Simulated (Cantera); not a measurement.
Input: 1 mol SiH4, 270 mol N2, held at 1573 K and 0.133 bar.

Equilibrium computed with Cantera from the NASA thermochemical tables; the gas is ideal and each condensed phase is pure. Candidate condensed phases: Si, Si3N4; 18 gas species. Equilibrium is a limit: real reactors are often held back by kinetics, nucleation or transport.

Base state: N2 0.993, H2 0.00737 (mole fractions); condensed: Si3N4(s).

### Question
What changes in the equilibrium state with this change: 0.88 mol Cl2 added?

### Answer
```csv
species,before,after
N2,0.993,0.989
HCl,0,0.00576
H2,0.00737,0.00446
SiCl2,0,0.000318
SiCl3,0,1.59e-5
"Si3N4(s), mol",0.333,0.303
```
The tables' values for SiCl3 are old estimates; treat these amounts as uncertain. Further candidate phases: NH4Cl.
